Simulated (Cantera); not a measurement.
A perfectly stirred reactor is fed with CH₄ : CO₂ : H₂ = 1 : 3 : 0.5 (molar parts), at 16500 Torr; it is held at 1798 K, and followed from long to short residence time.

Model: GRI-Mech 3.0 (53 species, 325 reactions), integrated in Cantera. The pressure lies above the range GRI-Mech 3.0 was tuned for (to about 10 atm).

One state of this run: x CH₄ = 0.0380; x CO₂ = 0.260; x H₂ = 0.106; x CH₂O = 1.23e-5; x HO₂ = 1.46e-12; x H₂O = 0.220; x CH₃ = 0.000164. x: mole fraction; the columns are a selection and need not sum to one.

Q: Which value of τ (s) does it belong to?
A) 0.010
B) 4.5
C) 0.0031
D) 1.3

A: A, 0.010
